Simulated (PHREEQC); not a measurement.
A column of 0.1 m (40 cells, dispersivity 0.0035 m, 720 s a shift, diffusion coefficient 3e-10 m²/s) holds 0.0017 eq of the database's cation exchanger X per kg of pore water, first in equilibrium with 0.022 mol/kgw KBr and 1e-05 mol/kgw HCl. It is flushed with 0.0011 mol/kgw SrCl2 and 1e-05 mol/kgw HCl, at 25 °C. Values are for the last cell. The system is closed to CO2. Nothing may precipitate in this run.

The numbers come from PHREEQC with the ion-association model, phreeqc.dat.

### Question
Predict Br in solution (mol/kgw), K in solution (mol/kgw), KX on the exchanger (mol/kgw) at pore volumes = 2.513, 3.388.

### Answer
```json
[
 {"pore volumes": "2.513", "Br in solution (mol/kgw)": "2.29e-6", "K in solution (mol/kgw)": "1.34e-5", "KX on the exchanger (mol/kgw)": "1.21e-6"},
 {"pore volumes": "3.388", "Br in solution (mol/kgw)": "6.74e-9", "K in solution (mol/kgw)": "7.27e-8", "KX on the exchanger (mol/kgw)": "6.55e-9"}
]
```

Species that the database lacks are ignored.
